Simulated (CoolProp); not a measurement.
Values from CoolProp's reference Helmholtz-energy equation of state, Schroeder 2014.

Problem. Give the vapour pressure (bar), enthalpy of vaporisation (kJ/kg), vapour Z, surface tension (mN/m) of saturated ethanol at 432.1 K.

Solution. 
```json
[
 {"T (K)": "432.1", "p (bar)": "12.3", "enthalpy of vaporisation (kJ/kg)": "661", "vapour Z": "0.838", "surface tension (mN/m)": "8.69"}
]
```

Surface tension comes from a separate correlation (Mulero 2012).
